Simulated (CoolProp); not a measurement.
Vapour-liquid equilibrium of R134a (1) + isobutane (2) at 240 K; x and y are mole fractions of (1).

Computed with CoolProp (multi-fluid Helmholtz-energy mixture model, Tillner-Roth 1994 and Bücker 2006; pair parameters Bell 2016).

| x | bubble pressure (bar) | y at the bubble point | dew pressure at overall composition x (bar) | liquid density (mol/L) |
|---|---|---|---|---|
| 0.05 | 0.5975 | 0.351 | 0.4220 | 10.70 |
| 0.15 | 0.8180 | 0.555 | 0.4680 | 10.88 |
| 0.25 | 0.9095 | 0.618 | 0.5249 | 11.07 |
| 0.35 | 0.9414 | 0.641 | 0.5967 | 11.30 |
| 0.45 | 0.9492 | 0.648 | 0.6894 | 11.55 |
| 0.55 | 0.9502 | 0.650 | 0.8105 | 11.84 |
| 0.65 | 0.9506 | 0.652 | 0.9503 | 12.17 |
| 0.75 | 0.9476 | 0.666 | 0.8948 | 12.54 |
| 0.85 | 0.9241 | 0.708 | 0.8223 | 12.97 |
| 0.95 | 0.8314 | 0.837 | 0.7554 | 13.44 |

y crosses x between x = 0.65 and 0.75: the model has an azeotrope there.

The pair parameters rest on a limited set of measurements; away from them the model extrapolates. With so large a gap from Raoult's law the liquid may split in two, which this calculation doesn't test in full.
